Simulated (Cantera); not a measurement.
Cantera run:

```python
import numpy as np
import cantera as ct

gas_names = """
    B BH BH2 BH3 BO BO2 B2 B2O B2O2 B2O3 B3O3H3 H HBO HBO2 HO2 H2 H2O H2O2 H3B3O6 O OH O2 O3
""".split()
cond_names = """
    B(b) B(L) B2O3(L) B3O3H3(cr) H2O(s) H2O(L)
""".split()


# ... load() reads the species with a 1 bar reference pressure and builds the phases ...
atoms = {
    'B2O3': {'B': 2, 'O': 3},
    'H2': {'H': 2},
}
top_T = {}  # K; cautious upper limits of use, not melting points


# ... equilibrate(T, P, feed) seeds the gas with the atoms and calls Mixture.equilibrate('TP', solver="vcs", rtol=1e-11, max_steps=5000) ...
results = []
feed = {'B2O3': 1, 'H2': 140}  # mol
T = 1948  # K
P = 1333.22  # Pa
mix = equilibrate(T, P, feed)
results.append((T, P, feed, dict(zip(mix.species_names, mix.species_moles))))
print(gas.report(threshold=0.001))
for i in range(1, mix.n_phases):
    print(f"{mix.phase(i).name:16s} {mix.phase_moles(i):12.5e} mol")
```

It prints:

```
       temperature   1948 K
          pressure   1333.2 Pa
           density   0.0002043 kg/m^3
  mean mol. weight   2.482 kg/kmol
   phase of matter   gas

                          1 kg             1 kmol
                     ---------------   ---------------
          enthalpy        1.9686e+07        4.8861e+07  J
   internal energy        1.3161e+07        3.2664e+07  J
           entropy             91193        2.2634e+05  J/K
    Gibbs function       -1.5796e+08       -3.9205e+08  J
 heat capacity c_p             13835             34339  J/K
 heat capacity c_v             10485             26025  J/K

                      mass frac. Y      mole frac. X     chem. pot. / RT
                     ---------------   ---------------   ---------------
                BO          0.012092         0.0011195           -39.485
                 H         0.0039237         0.0096613            -11.87
               HBO           0.08294         0.0074004           -51.356
              HBO2           0.07046         0.0039912           -80.241
                H2           0.79162            0.9746            -23.74
               H2O          0.017609         0.0024261           -52.625
     [  +17 minor]          0.021352        0.00080284

B(b)              0.00000e+00 mol
B2O3(L)           0.00000e+00 mol
B3O3H3(cr)        0.00000e+00 mol
```

These are equilibrium values from Cantera (NASA tables, ideal gas, pure condensed phases), not measurements of a reactor.
